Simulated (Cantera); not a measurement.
A closed system holds: 1 mol NH3, 0.2 mol H2, equilibrated at 1325 K and 13.3 mbar.

Equilibrium computed with Cantera from the NASA thermochemical tables; the gas is ideal and each condensed phase is pure. Kinetics and transport are ignored.

Base state: H2 0.773, N2 0.227, H 1.24e-5 (mole fractions); condensed: gas only.

**Question.** What changes in the equilibrium state with this change: NH3 replaced by HI?

**Answer.** 
```json
[
 {"species": "I", "before": "0", "after": "0.415"},
 {"species": "H2", "before": "0.773", "after": "0.347"},
 {"species": "HI", "before": "0", "after": "0.230"},
 {"species": "N2", "before": "0.227", "after": "0"},
 {"species": "I2", "before": "0", "after": "0.00785"},
 {"species": "H", "before": "1.24e-5", "after": "8.35e-6"}
]
```
Further candidate phases: I2.
